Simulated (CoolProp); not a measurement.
Properties of isopentane along the isobar 0.765 bar (Tc = 460.3 K, pc = 33.78 bar, ω = 0.227).

Computed with CoolProp (reference Helmholtz-energy equation of state, Lemmon 2006). It is a short technical equation, of lower accuracy than the large ones.

```tsv
T (K)	phase	speed of sound (m/s)	fugacity coefficient
288.8	liquid	1005	0.8256
306.4	gas	189.5	0.9701
324	gas	195.5	0.9753
341.6	gas	201.1	0.9793
359.2	gas	206.5	0.9825
376.8	gas	211.8	0.9851
394.4	gas	216.8	0.9871
412	gas	221.7	0.9889
429.6	gas	226.4	0.9903
447.2	gas	231.1	0.9915
464.8	gas	235.6	0.9925
482.4	gas	240.0	0.9934
500	gas	244.4	0.9941
```
